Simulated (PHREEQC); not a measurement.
Dissolve 0.00176 mol LiOH, 0.013 mol H3BO3 and 0.0022 mol (CH3)4NCl per kg of water at 20 °C. Closed to the air; pH follows from the charge balance.

Computed with PHREEQC (ion-association model, wateq4f.dat).

Precipitation was switched off in this run.

Question: Predict the pH, ionic strength.

Answer: pH 8.44; ionic strength 0.00396 mol/kgw.

Question: In which forms is B present?

Answer: H3BO3 86 %, H2BO3- 14 % of the B.

Complexes and solids missing from the database can't appear. (CH3)4N+ isn't in the database: it is added as a free cation with an ion size of 4 Å.
